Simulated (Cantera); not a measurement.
Diamond growth

A diamond (100) surface in a fixed gas of H2 with x(CH4) = 0.002, x(H) = 0.00072, x(CH3) = 8.9e-05, 0.0750 bar; coverages are run to steady state.

Detailed kinetics in Cantera: the Harris–Goodwin 1993 mechanism for the reconstructed diamond (100) surface.

```tsv
T (K)	growth (µm/h)	θ c6HH	θ c6H*	θ c6*H	θ c6**	θ c6HM
900	1.80	0.616	0.00926	0.259	0.00363	0.0897
950	2.32	0.588	0.0127	0.303	0.00553	0.0700
1000	2.67	0.561	0.0168	0.345	0.00794	0.0508
1050	2.50	0.537	0.0215	0.385	0.0108	0.0311
1100	1.82	0.515	0.0266	0.421	0.0140	0.0148
1150	1.13	0.493	0.0316	0.448	0.0172	0.00571
1200	0.752	0.472	0.0365	0.467	0.0200	0.00201
1250	0.602	0.455	0.0411	0.479	0.0224	0.000698
1300	0.540	0.443	0.0454	0.485	0.0242	0.000246
1350	0.456	0.437	0.0494	0.487	0.0255	8.80e-5
1400	0.311	0.435	0.0530	0.485	0.0263	3.23e-5
```
θ: site fractions in the mechanism's names (c6HH fully hydrogenated, c6H* and c6*H radical sites, c6** diradical, c6HM methylated).
